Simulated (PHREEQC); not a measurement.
0.2 g of hydrous ferric oxide (600 m²/g; 0.2 weak and 0.005 strong sites per Fe, Dzombak-Morel constants, diffuse double layer) in 1 kg of water with 0.005 mol/kgw of an inert sodium salt and 0.95 mmol/kgw H3BO3, 0.0024 mmol/kgw Ag2SO4 and 0.049 mmol/kgw NiCl2, at 25 °C; the pH is set by adding NaOH or the inert anion's acid. Oxygen alone is held at its pressure in air (log pO2 = -0.68). The system is closed to CO2. No solid was allowed to form.

Equilibrium calculation in PHREEQC: ion-association model, wateq4f.dat.

Predict Ag sorbed (%) at pH = 6.5, 9, 9.5.


| pH | Ag sorbed (%) |
|---|---|
| 6.5 | 7.0 |
| 9 | 72.4 |
| 9.5 | 88.8 |

Along this series the solution becomes supersaturated in solids that the run did not let form, among them Cerargyrite. Species that the database lacks are ignored.
